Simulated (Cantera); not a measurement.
A perfectly stirred reactor is fed with H₂ : O₂ : N₂ = 0.14 : 1 : 1.1 (molar parts), equivalence ratio 0.070, at 0.0132 atm; it is held at 1300 K, and followed from long to short residence time.

Computed with Cantera and the H2/O2 subset of GRI-Mech 3.0, which has no nitrogen chemistry. Radical loss at walls, strong at low pressure, is not modelled. The temperature is held fixed by assumption; the heat of reaction is taken as removed at once.

Q: What does this change do: H2 0.14 to 0.047 parts?

A: 
```json
[
 {"quantity": "x(H₂) at τ = 12.0 s", "before": "7.59e-5", "after": "2.50e-5"},
 {"quantity": "x(O₂) at τ = 12.0 s", "before": "0.428", "after": "0.459"},
 {"quantity": "x(H₂O) at τ = 12.0 s", "before": "0.0639", "after": "0.0218"},
 {"quantity": "x(H₂O₂) at τ = 12.0 s", "before": "2.86e-8", "after": "1.17e-8"},
 {"quantity": "x(OH) at τ = 12.0 s", "before": "0.000856", "after": "0.000472"},
 {"quantity": "x(H₂) at τ = 0.180 s", "before": "0.000975", "after": "0.000276"},
 {"quantity": "x(O₂) at τ = 0.180 s", "before": "0.419", "after": "0.453"},
 {"quantity": "x(H₂O) at τ = 0.180 s", "before": "0.0598", "after": "0.0204"},
 {"quantity": "x(H₂O₂) at τ = 0.180 s", "before": "7.23e-8", "after": "2.80e-8"},
 {"quantity": "x(OH) at τ = 0.180 s", "before": "0.00311", "after": "0.00156"}
]
```

Q: What does this change do: N2 1.1 to 2.7 parts?

A: 
```csv
quantity,before,after
x(H₂) at τ = 12.0 s,7.59e-5,6.85e-5
x(O₂) at τ = 12.0 s,0.428,0.246
x(H₂O) at τ = 12.0 s,0.0639,0.0367
x(H₂O₂) at τ = 12.0 s,2.86e-8,1.76e-8
x(OH) at τ = 12.0 s,0.000856,0.000630
x(H₂) at τ = 0.180 s,0.000975,0.000779
x(O₂) at τ = 0.180 s,0.419,0.241
x(H₂O) at τ = 0.180 s,0.0598,0.0335
x(H₂O₂) at τ = 0.180 s,7.23e-8,3.93e-8
x(OH) at τ = 0.180 s,0.00311,0.00212
```
